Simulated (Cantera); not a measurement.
An isothermal, constant-pressure homogeneous reactor starts with C₂H₆ : H₂ = 1 : 2.8 (molar parts), at 1050 K and 1.00 bar.

Computed with Cantera and GRI-Mech 3.0 (53 species, 325 reactions). GRI-Mech 3.0 stops at C3 and has no aromatics, soot or wall deposition, so with more carbon than oxygen in the feed, carbon stays in small species such as C2H2 where larger ones or solid carbon would form.

x: mole fraction; the columns are a selection and need not sum to one.

| t (s) | x C₂H₆ | x H₂ | x C₂H₂ | x C₂H | x C₂H₄ |
|---|---|---|---|---|---|
| 2.00e-5 | 0.263 | 0.737 | <1e-12 | <1e-12 | 1.06e-8 |
| 8.12e-5 | 0.263 | 0.737 | <1e-12 | <1e-12 | 2.71e-7 |
| 0.000330 | 0.263 | 0.737 | <1e-12 | <1e-12 | 5.04e-6 |
| 0.00134 | 0.263 | 0.737 | 7.07e-11 | <1e-12 | 8.41e-5 |
| 0.00544 | 0.262 | 0.737 | ___ | <1e-12 | 0.00115 |
| 0.0221 | 0.253 | 0.739 | ___ | <1e-12 | 0.00769 |
| 0.0896 | 0.224 | 0.744 | ___ | <1e-12 | 0.0304 |
| 0.364 | 0.157 | 0.754 | ___ | <1e-12 | 0.0804 |
| 1.48 | 0.107 | 0.756 | ___ | <1e-12 | 0.114 |
| 6.00 | 0.0921 | 0.732 | ___ | <1e-12 | 0.107 |

Question: Fill in the missing entries.

Answer: 
- 0.00544, x C₂H₂: 1.28e-8
- 0.0221, x C₂H₂: 5.87e-7
- 0.0896, x C₂H₂: 1.04e-5
- 0.364, x C₂H₂: 0.000110
- 1.48, x C₂H₂: 0.000529
- 6.00, x C₂H₂: 0.000847
